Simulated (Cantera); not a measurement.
An isothermal plug-flow reactor at 800 K and 1200 Torr (inlet), inlet velocity 0.51 m/s, active area per volume 120 1/m; feed CO : O2 : N2 = 0.011 : 0.18 : 0.79 (molar parts), equivalence ratio 0.031.

Model: Deutschmann's 1995 Pt surface mechanism with GRI-Mech 3.0 gas chemistry, integrated in Cantera. Catalytic surfaces can have several steady states; this one follows from the mechanism file's or the stated starting coverage. Mass transfer to the wall is taken as infinitely fast.

One state of this run: x CO = 0.00284; x O2 = 0.180; x H2O = <1e-12; x CO2 = 0.00842; θ free Pt = 0.0270; θ O* = 0.973; θ CO* = 0.000433. x: gas mole fraction; θ: surface coverage.

### Question
Which value of z (m) does it belong to?
A) 0.0041
B) 0.0079
C) 0.015
D) 0.029

### Answer
C, 0.015
